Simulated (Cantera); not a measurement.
What does this Cantera script print?

```python
import numpy as np
import cantera as ct

gas = ct.Solution("h2o2.yaml")
gas.TPX = 1225, 18000, {'H2': 0.52, 'O2': 1, 'N2': 0.59}
reactor = ct.IdealGasConstPressureReactor(gas, energy="off", clone=False)
net = ct.ReactorNet([reactor])
net.rtol, net.atol = 1e-08, 1e-18
show = ['H2', 'O2', 'H2O2', 'HO2', 'OH']
times = np.geomspace(0.0003, 60, 13)

steps = ct.SolutionArray(gas, extra=["t"])
rows = []
print(f"{'t/s':>10s}{'T/K':>9s}{'P/Pa':>11s}" + "".join(f"{s:>11s}" for s in show))
for t in times:
    while net.time < t:
        t_next = net.step()
        steps.append(gas.state, t=t_next)
    rows.append([np.interp(t, steps.t, y) for y in (steps.T, steps.P, *steps(*show).X.T)])
    print(f"{t:10.3e}{rows[-1][0]:9.1f}{rows[-1][1]:11.4g}" + "".join(f"{x:11.3e}" for x in rows[-1][2:]))
rate = np.gradient(steps.T, steps.t)
print("integrator steps:", len(steps.t))
if steps.T.max() > steps.T[0] + 200:
    print(f"time of steepest temperature rise: {steps.t[rate.argmax()]:.4e} s")
gas.TPX = 1225, 18000, {'H2': 0.52, 'O2': 1, 'N2': 0.59}
gas.equilibrate("TP")
print(f"equilibrium (TP): T = {gas.T:.1f} K  " + "  ".join(f"{s} {gas[s].X[0]:.3e}" for s in show))
```

It prints:

```
       t/s      T/K       P/Pa         H2         O2       H2O2        HO2         OH
 3.000e-04   1225.0    1.8e+04  4.921e-03  3.933e-01  5.795e-06  7.760e-05  5.124e-03
 8.296e-04   1225.0    1.8e+04  4.380e-04  3.992e-01  2.325e-06  2.610e-05  1.274e-03
 2.294e-03   1225.0    1.8e+04  4.756e-05  3.998e-01  7.255e-07  4.969e-06  4.461e-04
 6.344e-03   1225.0    1.8e+04  6.929e-06  3.999e-01  2.391e-07  1.058e-06  1.953e-04
 1.754e-02   1225.0    1.8e+04  1.441e-06  4.000e-01  8.314e-08  2.823e-07  9.795e-05
 4.852e-02   1225.0    1.8e+04  3.886e-07  4.000e-01  2.992e-08  9.136e-08  5.331e-05
 1.342e-01   1225.0    1.8e+04  1.222e-07  4.000e-01  1.109e-08  3.969e-08  3.056e-05
 3.710e-01   1225.0    1.8e+04  4.512e-08  4.000e-01  4.480e-09  2.904e-08  1.861e-05
 1.026e+00   1225.0    1.8e+04  2.475e-08  4.000e-01  2.507e-09  3.041e-08  1.347e-05
 2.837e+00   1225.0    1.8e+04  2.232e-08  4.000e-01  2.252e-09  3.117e-08  1.267e-05
 7.846e+00   1225.0    1.8e+04  2.230e-08  4.000e-01  2.250e-09  3.118e-08  1.267e-05
 2.170e+01   1225.0    1.8e+04  2.230e-08  4.000e-01  2.250e-09  3.118e-08  1.267e-05
 6.000e+01   1225.0    1.8e+04  2.230e-08  4.000e-01  2.250e-09  3.118e-08  1.267e-05
integrator steps: 1789
equilibrium (TP): T = 1225.0 K  H2 2.230e-08  O2 4.000e-01  H2O2 2.250e-09  HO2 3.118e-08  OH 1.267e-05
```

Model: the H2/O2 subset of GRI-Mech 3.0, which has no nitrogen chemistry, integrated in Cantera. The temperature is held fixed by assumption; the heat of reaction is taken as removed at once.
